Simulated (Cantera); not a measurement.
Charge: 1 mol Fe2O3, 1.2 mol CH4, 7.7 mol N2, 7.7 mol CO, held at 2623 K and 720 Torr.

Cantera equilibrium calculation (NASA polynomials, part measured and part estimated; ideal gas, pure solids and liquids). Candidate condensed phases: C, C6H6, C7H8, C8H18, Fe, Fe(CO)5, FeO, Fe(OH)2, Fe(OH)3, Fe2O3, Fe3O4, H2O; 140 gas species. Each liquid is taken as pure. Mutual solubility and eutectic melting of coexisting phases are not modelled. The tables' stoichiometric FeO is somewhat more stable than real wüstite, so its field is too wide. FeO: taken at fixed stoichiometry. Rates play no part.

Base state: CO 0.400, N2 0.372, H2 0.0733, Fe 0.0719, H2O 0.0362, CO2 0.0303, H 0.0116, FeO 0.00219 (mole fractions); condensed: Fe(l) + FeO(l).

### Question
What changes in the equilibrium state with this change: temperature from 2623 K to 2000 K?

### Answer
```json
[
 {"species": "CO", "before": "0.400", "after": "0.425"},
 {"species": "N2", "before": "0.372", "after": "0.405"},
 {"species": "H2", "before": "0.0733", "after": "0.0857"},
 {"species": "Fe", "before": "0.0719", "after": "0.000380"},
 {"species": "H", "before": "0.0116", "after": "0.000486"},
 {"species": "CO2", "before": "0.0303", "after": "0.0435"},
 {"species": "H2O", "before": "0.0362", "after": "0.0402"},
 {"species": "O", "before": "0.000140", "after": "9.44e-8"},
 {"species": "O2", "before": "2.80e-5", "after": "1.91e-8"},
 {"species": "FeO", "before": "0.00219", "after": "3.56e-6"},
 {"species": "Fe(l), mol", "before": "0.128", "after": "1.79"},
 {"species": "FeO(l), mol", "before": "0.339", "after": "0.207"}
]
```
